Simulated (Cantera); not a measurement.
A closed system holds: 1 mol SiH2Cl2, 6.4 mol N2, 0.7 mol H2, held at 6.15 Torr.

Cantera equilibrium calculation (NASA polynomials, part measured and part estimated; ideal gas, pure solids and liquids). Candidate condensed phases: NH4Cl, Si, Si3N4; 28 gas species. N2 is the only nitrogen source here; it is nearly inert below about 1500 K, so the nitride shown seldom forms there in practice. Gases not in the tables: Si2H6 and higher silanes. Kinetics and transport are ignored.

What share of the Si ends up in condensed phases as a function of T (°C), at 577, 777, 977, 1177, 1377, 1577, 1777?


```json
[
 {"T (°C)": "577", "Si condensed (%)": "88.2", "as": "Si3N4(s)"},
 {"T (°C)": "777", "Si condensed (%)": "91.8", "as": "Si3N4(s)"},
 {"T (°C)": "977", "Si condensed (%)": "92.8", "as": "Si3N4(s)"},
 {"T (°C)": "1177", "Si condensed (%)": "79.4", "as": "Si3N4(s)"},
 {"T (°C)": "1377", "Si condensed (%)": "44.8", "as": "Si3N4(s)"},
 {"T (°C)": "1577", "Si condensed (%)": "28.4", "as": "Si(l)"},
 {"T (°C)": "1777", "Si condensed (%)": "21.4", "as": "Si(l)"}
]
```
